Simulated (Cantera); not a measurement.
Input: 1 mol BF3, 0.13 mol H2O, 9.2 mol H2, equilibrated at 1448.15 K and 0.310 bar.

Method: chemical equilibrium by Gibbs-energy minimisation in Cantera with the NASA 1993 tables (ideal gas, pure condensed phases). Candidate condensed phases: B, B2O3, B3O3H3, H2O; 43 gas species. The tables' values for BF2 are old estimates; treat these amounts as uncertain. Gases not in the tables: H3BO3. The numbers say what is thermodynamically allowed, not how fast it happens.

Base state: H2 0.879, BF3 0.0821, HF 0.0255, BOF 0.0112, BHF2 0.00152, H2O 0.000489, B3O3F3 0.000175, BF2 0.000133 (mole fractions); condensed: gas only.

What changes in the equilibrium state with this change: temperature from 1448.15 K to 825 K?


| species | before | after |
|---|---|---|
| H2 | 0.879 | 0.889 |
| BF3 | 0.0821 | 0.0902 |
| HF | 0.0255 | 0.0128 |
| BOF | 0.0112 | 2.59e-7 |
| BF2 | 0.000133 | <1e-9 |
| HBO | 5.03e-5 | <1e-9 |
| H | 1.55e-5 | <1e-9 |

What changes in the equilibrium state with this change: temperature from 1448.15 K to 1823 K?


| species | before | after |
|---|---|---|
| H2 | 0.879 | 0.864 |
| BF3 | 0.0821 | 0.0689 |
| HF | 0.0255 | 0.0396 |
| BOF | 0.0112 | 0.0120 |
| B3O3F3 | 0.000175 | 2.14e-8 |
| BF | 7.18e-7 | 0.000690 |
| BF2 | 0.000133 | 0.00681 |
| H | 1.55e-5 | 0.000723 |

What changes in the equilibrium state with this change: 0.16 mol HF added?


```csv
species,before,after
H2,0.879,0.866
BF3,0.0821,0.0821
HF,0.0255,0.0385
BOF,0.0112,0.0106
H2O,0.000489,0.00105
HBO,5.03e-5,3.09e-5
BHF2,0.00152,0.000995
```
